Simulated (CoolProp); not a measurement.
Ethanol along the isobar 33.1 MPa: fugacity coefficient from the reference equation and from simpler models built on Tc = 241.6 °C, pc = 6.268 MPa, ω = 0.644; each cubic takes its own stable root.

Computed with CoolProp (reference Helmholtz-energy equation of state, Schroeder 2014).

| T (°C) | phase | reference |
|---|---|---|
| 39.85 | liquid | 0.001117 |
| 75.45 | liquid | 0.005280 |
| 111.15 | liquid | 0.01760 |
| 146.85 | liquid | 0.04496 |
| 182.45 | liquid | 0.09323 |
| 218.15 | liquid | 0.1648 |
| 253.85 | supercritical | 0.2566 |
| 289.45 | supercritical | 0.3605 |

**Question.** How far does each simpler model (Redlich-Kwong, Soave-Redlich-Kwong) lie from the reference over these 8 states: mean and median of the absolute difference, and the worst?

**Answer.** 
- Redlich-Kwong: mean 218.4 %, median 88.6 %, worst +882.1 % at 39.85 °C and 33.1 MPa
- Soave-Redlich-Kwong: mean 14.2 %, median 14.7 %, worst +16.5 % at 111.15 °C and 33.1 MPa
